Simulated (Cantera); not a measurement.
Cantera run:

```python
import numpy as np
import cantera as ct

gas_names = """
    Cr CrO CrO2 CrO3 H HO2 H2 H2O H2O2 O OH O2 O3
""".split()
cond_names = """
    Cr(cr) Cr(L) Cr2O3(s) Cr2O3(L) H2O(s) H2O(L)
""".split()


def load(file, names, dense=False):
    # The tables refer to 1 bar. Condensed volumes are neglected.
    table = {s.name: s for s in ct.Species.list_from_file(file)}
    out = []
    for n in names:
        d = dict(table[n].input_data)
        d["thermo"] = dict(d["thermo"], **{"reference-pressure": 1e5})
        if dense:
            d["equation-of-state"] = {"model": "constant-volume", "density": "1e6 g/cm^3"}
        out.append(ct.Species.from_dict(d))
    return out


gas = ct.Solution(thermo="ideal-gas", species=load("nasa_gas.yaml", gas_names))
cond = {s.name: ct.Solution(thermo="fixed-stoichiometry", species=[s], name=s.name)
        for s in load("nasa_condensed.yaml", cond_names, dense=True)}
atoms = {
    'Cr': {'Cr': 1},
    'H2O': {'H': 2, 'O': 1},
    'H2': {'H': 2},
}
top_T = {}  # K; cautious upper limits of use, not melting points


def equilibrate(T, P, feed):
    n = {}
    for name, mol in feed.items():
        for a, k in atoms[name].items():
            n[a] = n.get(a, 0.0) + k * mol
    gas.TPX = T, P, n
    mass = sum(n.values()) * gas.mean_molecular_weight
    gas.equilibrate("TP")
    valid = [c for c in cond.values() if c.min_temp <= T <= top_T.get(c.name, c.max_temp)]
    mix = ct.Mixture([(gas, mass / gas.mean_molecular_weight)] + [(c, 0.0) for c in valid])
    mix.T, mix.P = T, P
    mix.equilibrate("TP", solver="vcs", rtol=1e-11, max_steps=5000)
    return mix


results = []
T = 2373.15  # K
P = 1000  # Pa
for m in [0.42, 0.54, 0.68, 0.87, 1.1, 1.4, 1.8, 2.3, 3, 3.8, 4.8]:
    feed = {'Cr': 1, 'H2O': m, 'H2': 4.3}  # mol
    mix = equilibrate(T, P, feed)
    results.append((T, P, feed, dict(zip(mix.species_names, mix.species_moles))))

top = {s: max(r[3][s] / sum(r[3][g] for g in gas_names) for r in results) for s in gas_names}
cols = sorted((s for s in top if top[s] > 0.0001), key=lambda s: -top[s])[:6]
seen = [c for c in cond_names if any(r[3].get(c, 0) > 1e-12 for r in results)]
print("log10 of partial pressures in bar; condensed amounts in mol")
print(f"{'n(H2O)':>10s}" + "".join(f"{s[:9]:>10s}" for s in cols + seen))
for T, P, feed, n in results:
    ng = sum(n[g] for g in gas_names)
    print(f"{feed['H2O']:10.4g}" + "".join(f"{np.log10(max(n[s] / ng * P / 1e5, 1e-99)):10.3f}" for s in cols)
          + "".join(f"{n.get(c, 0):10.4g}" for c in seen))
```

It prints:

```
log10 of partial pressures in bar; condensed amounts in mol
    n(H2O)        H2       H2O        Cr         H       CrO        OH
      0.42    -2.177    -3.262    -2.817    -2.943    -3.921    -4.779
      0.54    -2.184    -3.161    -2.835    -2.947    -3.832    -4.674
      0.68    -2.192    -3.070    -2.856    -2.951    -3.754    -4.579
      0.87    -2.203    -2.976    -2.884    -2.956    -3.676    -4.479
       1.1    -2.215    -2.888    -2.917    -2.962    -3.609    -4.386
       1.4    -2.230    -2.801    -2.958    -2.970    -3.549    -4.291
       1.8    -2.250    -2.715    -3.011    -2.980    -3.496    -4.195
       2.3    -2.273    -2.635    -3.074    -2.991    -3.456    -4.104
         3    -2.303    -2.555    -3.157    -3.006    -3.428    -4.008
       3.8    -2.335    -2.489    -3.245    -3.022    -3.418    -3.927
       4.8    -2.370    -2.429    -3.346    -3.040    -3.424    -3.849
```

These are equilibrium values from Cantera (NASA tables, ideal gas, pure condensed phases), not measurements of a reactor.
